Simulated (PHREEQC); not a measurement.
A solution holds 0.0031 mol Na2SeO4 and 0.0035 mol CaCl2 per kg of water, at 25 °C. Closed to the air; pH follows from the charge balance.

Equilibrium calculation in PHREEQC: ion-association model, wateq4f.dat.

Problem. The ionic strength comes out as 0.0198 mol/kgw. What activity coefficients do Cl-, Na+, SeO4-2, Ca+2 get?

Solution. Cl- 0.87, Na+ 0.87, SeO4-2 0.58, Ca+2 0.59.

Precipitation was switched off in this run.
